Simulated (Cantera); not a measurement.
**Ammonia decomposition in nitride growth gas**

A perfectly stirred reactor is fed with 80.0 % NH₃, 20.0 % N₂, at 1100 Pa; it is held at 2325 K, and followed from long to short residence time.

Model: the gas-phase N/H chemistry of the illustrative SiF4/NH3 mechanism in the Surface Chemkin manual (1991), integrated in Cantera. Walls and surfaces, which speed up NH3 decomposition in real reactors, are not modelled.

| τ (s) | x NH₃ | x NH | x H | x NH₂ | x N | x N₂ |
|---|---|---|---|---|---|---|
| 19 | 0.000206 | 2.68e-5 | 0.0284 | 2.88e-5 | 5.17e-5 | 0.329 |
| 7.1 | 0.00554 | 3.54e-5 | 0.00644 | 0.000173 | 1.50e-5 | 0.331 |
| 2.6 | 0.0221 | 4.81e-5 | 0.00372 | 0.000404 | 1.19e-5 | 0.329 |
| 0.95 | 0.0608 | 6.69e-5 | 0.00255 | 0.000802 | 1.16e-5 | 0.322 |
| 0.35 | 0.143 | 9.02e-5 | 0.00176 | 0.00146 | 1.17e-5 | 0.309 |
| 0.13 | 0.291 | 0.000112 | 0.00112 | 0.00243 | 1.10e-5 | 0.284 |
| 0.047 | 0.490 | 0.000122 | 0.000607 | 0.00362 | 8.72e-6 | 0.250 |
| 0.017 | 0.655 | 0.000110 | 0.000280 | 0.00470 | 5.05e-6 | 0.222 |
| 0.0064 | 0.743 | 8.46e-5 | 0.000114 | 0.00527 | 1.99e-6 | 0.208 |
x: mole fraction; the columns are a selection and need not sum to one.
